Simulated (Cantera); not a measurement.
# Thermodynamics of silicon epitaxy and polysilicon growth, feed SiH₄ + HCl + H₂

Feed: 1 mol SiH₄, 0.62 mol HCl, 69 mol H₂, held at 39.8 Torr.

Cantera equilibrium calculation (NASA polynomials, part measured and part estimated; ideal gas, pure solids and liquids). Candidate condensed phases: Si; 19 gas species. The tables' values for SiCl₃ are old estimates; treat these amounts as uncertain. Gases not in the tables: Si₂H₆ and higher silanes. The numbers say what is thermodynamically allowed, not how fast it happens.

```csv
T (°C),x H₂,x HCl,x H,x SiCl₂,x SiHCl₃,x Si,x SiH₂,x SiCl₄,n Si(s),n Si(l)
877,0.992,0.00815,3.23e-7,0.000147,3.33e-5,3.74e-12,4.11e-9,1.35e-5,0.984,0
977,0.992,0.00826,2.09e-6,0.000173,5.87e-6,1.57e-10,3.10e-8,1.37e-6,0.986,0
1077,0.992,0.00825,1.03e-5,0.000193,1.29e-6,3.76e-9,1.73e-7,1.88e-7,0.986,0
1177,0.992,0.00823,4.09e-5,0.000211,3.49e-7,5.81e-8,7.63e-7,3.36e-8,0.985,0
1277,0.991,0.00820,0.000136,0.000226,1.12e-7,6.27e-7,2.77e-6,7.54e-9,0.983,0
1377,0.991,0.00817,0.000393,0.000239,4.13e-8,5.05e-6,8.58e-6,2.03e-9,0.981,0
1477,0.991,0.00819,0.00101,0.000225,1.54e-8,2.83e-5,2.06e-5,5.75e-10,0,0.979
```
x: gas mole fraction; n: condensed amount in mol.

From 877 °C to 1377 °C the condensed part is Si(s). At 1477 °C the condensed part is Si(l). The main Si-bearing gas is SiCl₂ throughout.
